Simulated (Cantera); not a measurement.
A Cantera script and what it prints.

```python
import numpy as np
import cantera as ct

gas_names = """
    H HNO HNO2 HNO3 HO2 H2 H2O H2O2 N NH NH2 NH3 NH2OH NO NO2 NO3 N2 N2H2 N2H4 N2O O OH O2 O3 Si SiH
    SiH2 SiH3 SiH4 SiN SiO SiO2 Si2 Si2N Si3
""".split()
cond_names = """
    H2O(s) H2O(L) Si(cr) Si(L) SiO2(Lqz) SiO2(hqz) SiO2(L) Si2N2O(s) Si3N4(a)
""".split()


def load(file, names, dense=False):
    # The tables refer to 1 bar. Condensed volumes are neglected.
    table = {s.name: s for s in ct.Species.list_from_file(file)}
    out = []
    for n in names:
        d = dict(table[n].input_data)
        d["thermo"] = dict(d["thermo"], **{"reference-pressure": 1e5})
        if dense:
            d["equation-of-state"] = {"model": "constant-volume", "density": "1e6 g/cm^3"}
        out.append(ct.Species.from_dict(d))
    return out


gas = ct.Solution(thermo="ideal-gas", species=load("nasa_gas.yaml", gas_names))
cond = {s.name: ct.Solution(thermo="fixed-stoichiometry", species=[s], name=s.name)
        for s in load("nasa_condensed.yaml", cond_names, dense=True)}
atoms = {
    'SiH4': {'Si': 1, 'H': 4},
    'N2O': {'N': 2, 'O': 1},
    'N2': {'N': 2},
}
top_T = {'Si2N2O(s)': 2100, 'Si3N4(a)': 2400}  # K; cautious upper limits of use, not melting points


def equilibrate(T, P, feed):
    n = {}
    for name, mol in feed.items():
        for a, k in atoms[name].items():
            n[a] = n.get(a, 0.0) + k * mol
    gas.TPX = T, P, n
    mass = sum(n.values()) * gas.mean_molecular_weight
    gas.equilibrate("TP")
    valid = [c for c in cond.values() if c.min_temp <= T <= top_T.get(c.name, c.max_temp)]
    mix = ct.Mixture([(gas, mass / gas.mean_molecular_weight)] + [(c, 0.0) for c in valid])
    mix.T, mix.P = T, P
    mix.equilibrate("TP", solver="vcs", rtol=1e-11, max_steps=5000)
    return mix


results = []
T = 1373  # K
P = 12000  # Pa
for m in [1.4, 1.8, 2.3, 3, 3.9, 5.1, 6.7, 8.7, 11, 15]:
    feed = {'SiH4': 1, 'N2O': m, 'N2': 55}  # mol
    mix = equilibrate(T, P, feed)
    results.append((T, P, feed, dict(zip(mix.species_names, mix.species_moles))))

top = {s: max(r[3][s] / sum(r[3][g] for g in gas_names) for r in results) for s in gas_names}
cols = sorted((s for s in top if top[s] > 1e-06), key=lambda s: -top[s])[:8]
seen = [c for c in cond_names if any(r[3].get(c, 0) > 1e-12 for r in results)]
print("log10 of partial pressures in bar; condensed amounts in mol")
print(f"{'n(N2O)':>10s}" + "".join(f"{s[:9]:>10s}" for s in cols + seen))
for T, P, feed, n in results:
    ng = sum(n[g] for g in gas_names)
    print(f"{feed['N2O']:10.4g}" + "".join(f"{np.log10(max(n[s] / ng * P / 1e5, 1e-99)):10.3f}" for s in cols)
          + "".join(f"{n.get(c, 0):10.4g}" for c in seen))
```

Output:

```
log10 of partial pressures in bar; condensed amounts in mol
    n(N2O)        N2        O2        H2       H2O        NO        OH         H SiO2(hqz) Si2N2O(s)
       1.4    -0.936   -20.164    -2.385    -5.939   -13.367   -11.972    -6.670    0.5996    0.2002
       1.8    -0.936   -20.164    -2.389    -5.943   -13.366   -11.974    -6.672    0.8663   0.06683
       2.3    -0.936   -14.563    -2.463    -3.217   -10.566    -9.211    -6.709         1         0
         3    -0.936   -13.057    -2.699    -2.699    -9.812    -8.575    -6.827         1         0
       3.9    -0.935   -10.499    -3.705    -2.427    -8.534    -7.800    -7.330         1         0
       5.1    -0.939    -2.981    -7.455    -2.417    -4.776    -5.915    -9.205         1         0
       6.7    -0.944    -2.606    -7.658    -2.433    -4.591    -5.830    -9.307         1         0
       8.7    -0.950    -2.384    -7.789    -2.453    -4.483    -5.784    -9.372         1         0
        11    -0.956    -2.233    -7.886    -2.474    -4.411    -5.757    -9.421         1         0
        15    -0.965    -2.071    -8.002    -2.509    -4.334    -5.734    -9.479         1         0
```

Cantera equilibrium calculation (NASA polynomials, part measured and part estimated; ideal gas, pure solids and liquids). Mutual solubility and eutectic melting of coexisting phases are not modelled. The tables hold silica as quartz up to 1696 K and as liquid above; real silica turns to tridymite and cristobalite and melts near 1996 K.
